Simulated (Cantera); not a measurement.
A perfectly stirred reactor is fed with CO : H2 : O2 : N2 = 1 : 0.047 : 0.952 : 5.23 (molar parts), equivalence ratio 0.55, at 1000000 Pa; it is adiabatic with a 323 K inlet, and is followed from long to short residence time, starting on the burning branch (τ in s: 0.34, 0.14, 0.055, 0.022, 0.0091, 0.0037, 0.0015, 0.0006, 0.00024, 9.8e-05, 4e-05, 1.6e-05, 6.5e-06).

Model: GRI-Mech 3.0 (53 species, 325 reactions), integrated in Cantera. The hydrogen kinetics of GRI-Mech 3.0 are dated; newer H2 mechanisms differ, most at raised pressure.

Question: What does this change do: 0.37 parts CO2 added?

Answer: 
```
quantity                                                                      before                               after
------------------------------------------------  ----------------------------------  ----------------------------------
blow-out, bracketed by the residence times tried  burning at 3.70 ms, out at 1.50 ms  burning at 22.0 ms, out at 9.10 ms
x(CO) at τ = 0.340 s                                                        0.000322                            0.000481
x(H2) at τ = 0.340 s                                                         1.86e-6                             2.47e-6
x(O2) at τ = 0.340 s                                                          0.0640                              0.0608
x(CO2) at τ = 0.340 s                                                          0.149                               0.193
x(O) at τ = 0.340 s                                                          1.27e-5                             8.90e-6
x(CO) at τ = 1.50 ms                                                           0.138                               0.132
x(H2) at τ = 1.50 ms                                                         0.00650                             0.00619
x(O2) at τ = 1.50 ms                                                           0.132                               0.125
x(CO2) at τ = 1.50 ms                                                         <1e-12                              0.0487
x(O) at τ = 1.50 ms                                                           <1e-12                              <1e-12
```
